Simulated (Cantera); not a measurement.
What does this Cantera script print?

```python
import numpy as np
import cantera as ct

gas = ct.Solution("gri30.yaml")


def delay(T, t_max=10):
    gas.TPX = T, 500000, {'C3H8': 1, 'O2': 8.2, 'N2': 30.8, 'H2': 0.67}
    reactor = ct.IdealGasReactor(gas, clone=False)
    net = ct.ReactorNet([reactor])
    net.rtol, net.atol = 1e-8, 1e-16
    while net.time < t_max:
        t_old, T_old = net.time, reactor.T
        net.step()
        if reactor.T > T + 400:  # ignition: a rise of 400 K
            return t_old + (T + 400 - T_old) / (reactor.T - T_old) * (net.time - t_old)
    return np.nan


taus = []
for T in [1125, 1200, 1275, 1350, 1425, 1500, 1575, 1650, 1725, 1800]:
    taus.append(delay(T))
    print(f"T0 = {T:6g} K   tau = {taus[-1]:.4e} s")
```

It prints:

```
T0 =   1125 K   tau = 2.9445e-03 s
T0 =   1200 K   tau = 1.0654e-03 s
T0 =   1275 K   tau = 3.6077e-04 s
T0 =   1350 K   tau = 1.2647e-04 s
T0 =   1425 K   tau = 4.9420e-05 s
T0 =   1500 K   tau = 2.2113e-05 s
T0 =   1575 K   tau = 1.1306e-05 s
T0 =   1650 K   tau = 6.5064e-06 s
T0 =   1725 K   tau = 4.1341e-06 s
T0 =   1800 K   tau = 2.8468e-06 s
```

Detailed kinetics in Cantera: GRI-Mech 3.0 (53 species, 325 reactions). GRI-Mech 3.0 was tuned for natural gas; its chemistry of propane as a main component is partial and can be far from experiment.
